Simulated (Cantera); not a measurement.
NO annealing gas

An isothermal, constant-pressure homogeneous reactor starts with 37.0 % NO, 63.0 % N2, at 2075 K and 0.592 atm.

Detailed kinetics in Cantera: GRI-Mech 3.0 (53 species, 325 reactions).

```
t (s)        x NO     x NO2    x N2O   x N2      x O2
--------  -------  --------  -------  -----  --------
8.00e-5     0.370   3.07e-6  1.18e-5  0.630   2.29e-7
0.000241    0.370   1.49e-5  2.97e-5  0.630   2.39e-6
0.000728    0.370   5.07e-5  5.57e-5  0.630   3.42e-5
0.00220     0.369   7.81e-5  6.57e-5  0.630  0.000313
0.00663     0.367   8.33e-5  6.51e-5  0.631   0.00130
0.0200      0.361   9.53e-5  6.26e-5  0.634   0.00433
0.0603      0.343  0.000122  5.54e-5  0.643    0.0136
0.182       0.288  0.000157  3.81e-5  0.671    0.0408
0.549       0.165  0.000137  1.21e-5  0.732     0.102
1.66       0.0396   4.15e-5  9.97e-7  0.795     0.165
5.00      0.00992   1.09e-5  3.95e-7  0.810     0.180
```
x: mole fraction; the columns are a selection and need not sum to one.

Equilibrium at this temperature and pressure: NO 0.00881, NO2 9.65e-6, N2O 3.87e-7, N2 0.810, O2 0.180 (gas phase only).
